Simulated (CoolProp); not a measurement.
Vapour-liquid equilibrium of m-xylene (1) + n-nonane (2) at 0.0306 bar; x and y are mole fractions of (1).

Computed with CoolProp (multi-fluid Helmholtz-energy mixture model, Zhou 2012 and Lemmon 2006; pair parameters Bell 2016).

**Question.** Give the bubble temperature and the first vapour's composition at x = 0.125, 0.2, 0.575. Is there an azeotrope?

**Answer.** x = 0.125: 324.4 K, y = 0.258; x = 0.2: 322.9 K, y = 0.365; x = 0.575: 318.6 K, y = 0.690. No azeotrope shows between x = 0.05 and 0.95.

Pair parameters are fitted to limited data, so mixtures are less certain than the pure fluids.
